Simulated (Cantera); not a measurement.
## Hydrocarbon pyrolysis for carbon deposition

A perfectly stirred reactor is fed with 57.5 % C2H4, 42.5 % H2, at 27.0 Torr; it is held at 1550 K, and followed from long to short residence time.

Cantera simulation using GRI-Mech 3.0 (53 species, 325 reactions); the numbers are that mechanism's predictions, not measurements. GRI-Mech 3.0 was tuned for natural gas; its chemistry of ethylene as a main component is partial and can be far from experiment. GRI-Mech 3.0 stops at C3 and has no aromatics, soot or wall deposition, so with more carbon than oxygen in the feed, carbon stays in small species such as C2H2 where larger ones or solid carbon would form. Radical loss at walls, strong at low pressure, is not modelled.

| τ (s) | x C2H4 | x H2 | x CH2 | x C2H2 | x C2H6 | x CH4 | x C2H |
|---|---|---|---|---|---|---|---|
| 1.5 | 0.0117 | 0.630 | 3.97e-10 | 0.357 | 5.54e-7 | 0.000773 | 8.60e-8 |
| 0.84 | 0.0243 | 0.626 | 4.67e-10 | 0.349 | 9.38e-7 | 0.000632 | 6.12e-8 |
| 0.48 | 0.0490 | 0.617 | 6.42e-10 | 0.334 | 1.50e-6 | 0.000523 | 4.34e-8 |
| 0.28 | 0.0906 | 0.602 | 9.03e-10 | 0.307 | 2.21e-6 | 0.000420 | 3.12e-8 |
| 0.16 | 0.157 | 0.578 | 1.26e-9 | 0.265 | 3.01e-6 | 0.000312 | 2.18e-8 |
| 0.090 | 0.245 | 0.545 | 1.66e-9 | 0.209 | 3.69e-6 | 0.000208 | 1.46e-8 |
| 0.052 | 0.336 | 0.512 | 2.00e-9 | 0.152 | 3.99e-6 | 0.000127 | 9.30e-9 |
| 0.030 | 0.417 | 0.483 | 2.18e-9 | 0.100 | 3.84e-6 | 6.90e-5 | 5.41e-9 |
| 0.017 | 0.480 | 0.460 | 2.12e-9 | 0.0600 | 3.25e-6 | 3.25e-5 | 2.74e-9 |
| 0.0097 | 0.522 | 0.445 | 1.78e-9 | 0.0336 | 2.34e-6 | 1.31e-5 | 1.19e-9 |
x: mole fraction; the columns are a selection and need not sum to one.
